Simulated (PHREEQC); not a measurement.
Dissolve 3.2 mmol/kgw PbCl2, 1.18 mmol/kgw NaCl and 38 mmol/kgw Zn(NO3)2 at 25 °C. Closed to the air; pH follows from the charge balance.

Equilibrium calculation in PHREEQC: ion-association model, phreeqc.dat.

Precipitation was switched off in this run.

Question: Order these Pb species by the share of Pb that they hold, largest first: PbCl+, PbOH+, PbNO3+, Pb+2.

Answer: Pb+2 (68 %), PbNO3+ (25 %), PbCl+ (6.6 %), PbOH+ (0.10 %)

Question: Order these Cl species by the share of Cl that they hold, largest first: PbCl+, Cl-, ZnCl+.

Answer: Cl- (94 %), ZnCl+ (3.3 %), PbCl+ (2.8 %)

The pH is 5.23 and the ionic strength 0.122 mol/kgw. Species that the database lacks are ignored.
